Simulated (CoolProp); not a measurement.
Values from CoolProp's reference Helmholtz-energy equation of state, Rui 2013.

Give the vapour pressure (kPa), liquid cp (kJ/(kg K)), vapour viscosity (µPa s) of saturated R236EA at 269.7, 304, 315.4 K.


```
T (K)  p (kPa)  liquid cp (kJ/(kg K))  vapour viscosity (µPa s)
-----  -------  ---------------------  ------------------------
269.7     67.3                   1.22                      9.83
304        251                   1.27                      11.0
315.4      362                   1.29                      11.4
```

Viscosity comes from a separate model (Huber 2003), an estimate that may be off by 10 % or more.
